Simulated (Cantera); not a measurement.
## Diamond growth

A diamond (100) surface in a fixed gas of H2 with x(CH4) = 0.015, x(CH3) = 2.1e-05, at 998 K, 8900 Pa; coverages are run to steady state.

Detailed kinetics in Cantera: the Harris–Goodwin 1993 mechanism for the reconstructed diamond (100) surface.

| x(H) | growth (µm/h) | θ c6HH | θ c6H* | θ c6*H | θ c6** | θ c6HM |
|---|---|---|---|---|---|---|
| 0.0001 | 0.364 | 0.596 | 0.0158 | 0.325 | 0.00465 | 0.0426 |
| 0.00024 | 0.591 | 0.590 | 0.0169 | 0.347 | 0.00673 | 0.0289 |
| 0.00058 | 0.778 | 0.592 | 0.0175 | 0.361 | 0.00821 | 0.0158 |
| 0.0014 | 0.890 | 0.595 | 0.0179 | 0.368 | 0.00903 | 0.00747 |
| 0.0033 | 0.944 | 0.597 | 0.0181 | 0.371 | 0.00942 | 0.00336 |
| 0.008 | 0.969 | 0.598 | 0.0182 | 0.373 | 0.00960 | 0.00142 |
| 0.019 | 0.981 | 0.598 | 0.0185 | 0.373 | 0.00970 | 0.000607 |
| 0.046 | 0.989 | 0.598 | 0.0190 | 0.373 | 0.00981 | 0.000253 |
| 0.11 | 0.999 | 0.598 | 0.0202 | 0.372 | 0.00999 | 0.000107 |
θ: site fractions in the mechanism's names (c6HH fully hydrogenated, c6H* and c6*H radical sites, c6** diradical, c6HM methylated).
